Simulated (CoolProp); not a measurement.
Oxygen along the isobar 15.4 MPa: fugacity coefficient from the reference equation and from simpler models built on Tc = -118.6 °C, pc = 5.046 MPa, ω = 0.022; each cubic takes its own stable root.

Computed with CoolProp (reference Helmholtz-energy equation of state, Schmidt 1985).

```tsv
T (°C)	phase	reference
-170.65	liquid	0.03163
-163.35	liquid	0.05147
-155.95	liquid	0.07826
-148.65	liquid	0.1115
-141.35	liquid	0.1511
-134.05	liquid	0.1966
-126.75	liquid	0.2469
-119.35	liquid	0.3015
-112.05	supercritical	0.3576
-104.75	supercritical	0.4142
```

### Question
How far does each simpler model (Soave-Redlich-Kwong, Peng-Robinson) lie from the reference over these 10 states: mean and median of the absolute difference, and the worst?

### Answer
- Soave-Redlich-Kwong: mean 2.1 %, median 2.5 %, worst +2.9 % at -119.35 °C and 15.4 MPa
- Peng-Robinson: mean 4.5 %, median 4.4 %, worst -5.1 % at -170.65 °C and 15.4 MPa
